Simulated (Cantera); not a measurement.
**Adiabatic ignition**

An adiabatic, constant-volume homogeneous reactor starts with CH4 : O2 : N2 = 1 : 4 : 15 (molar parts), equivalence ratio 0.50, at 1325 K and 255 Torr.

Computed with Cantera and GRI-Mech 3.0 (53 species, 325 reactions).

| t (s) | T (K) | P (bar) | x CH4 | x O2 | x C2H | x H | x O | x CH2CO | x NO2 |
|---|---|---|---|---|---|---|---|---|---|
| 8.00e-6 | 1325 | 0.340 | 0.0500 | 0.200 | <1e-12 | 2.23e-10 | 1.26e-10 | <1e-12 | <1e-12 |
| 3.44e-5 | 1325 | 0.340 | 0.0500 | 0.200 | <1e-12 | 2.58e-10 | 2.13e-10 | <1e-12 | <1e-12 |
| 0.000148 | 1325 | 0.340 | 0.0500 | 0.200 | <1e-12 | 3.81e-10 | 4.40e-10 | <1e-12 | <1e-12 |
| 0.000635 | 1325 | 0.340 | 0.0500 | 0.200 | <1e-12 | 1.21e-9 | 1.89e-9 | <1e-12 | <1e-12 |
| 0.00273 | 1325 | 0.340 | 0.0500 | 0.200 | <1e-12 | 1.46e-8 | 2.27e-8 | 4.34e-11 | <1e-12 |
| 0.0117 | 1348 | 0.346 | 0.0466 | 0.197 | <1e-12 | 1.78e-6 | 1.12e-6 | 4.03e-6 | <1e-12 |
| 0.0504 | 2454 | 0.635 | <1e-12 | 0.0923 | <1e-12 | 0.00109 | 0.00440 | <1e-12 | 5.52e-6 |
| 0.217 | 2450 | 0.634 | <1e-12 | 0.0913 | <1e-12 | 0.00107 | 0.00429 | <1e-12 | 6.61e-6 |
| 0.931 | 2450 | 0.634 | <1e-12 | 0.0913 | <1e-12 | 0.00107 | 0.00429 | <1e-12 | 6.61e-6 |
| 4.00 | 2450 | 0.634 | <1e-12 | 0.0913 | <1e-12 | 0.00107 | 0.00429 | <1e-12 | 6.61e-6 |
x: mole fraction; the columns are a selection and need not sum to one.

| Item | Value |
|---|---|
| time of steepest temperature rise | 13.2 ms |
| temperature at 4.00 s | 2450 K |
| equilibrium temperature | 2450 K |
| x(CH4) at 4.00 s | <1e-12 (gas-phase equilibrium <1e-12) |
| x(O2) at 4.00 s | 0.0913 (gas-phase equilibrium 0.0913) |
| x(C2H) at 4.00 s | <1e-12 (gas-phase equilibrium <1e-12) |
